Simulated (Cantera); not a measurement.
Charge: 1 mol trisilylamine, 40 mol N₂, 5.5 mol H₂, held at 1827 °C and 10.0 mbar.

These are equilibrium values from Cantera (NASA tables, ideal gas, pure condensed phases), not measurements of a reactor. Candidate condensed phases: Si, Si₃N₄; 18 gas species. The feed counts by its element totals alone. The tables' values for SiN are old estimates; treat these amounts as uncertain. Gases not in the tables: Si₂H₆ and higher silanes. Kinetics and transport are ignored.

Base state: N₂ 0.785, H₂ 0.187, H 0.0135, Si 0.0133, SiH 0.000313, Si₂N 0.000294, SiN 0.000245, Si₂ 0.000174 (mole fractions); condensed: Si(l).

Task: What changes in the equilibrium state with this change: temperature from 1827 °C to 1250 °C?

Result: 
```csv
species,before,after
N₂,0.785,0.794
H₂,0.187,0.206
H,0.0135,0.000105
Si,0.0133,7.99e-8
Si₂N,0.000294,<1e-9
Si₂,0.000174,<1e-9
Si₃,3.55e-5,<1e-9
"Si(l), mol",2.23,0
"Si₃N₄(s), mol",0,1.000
```
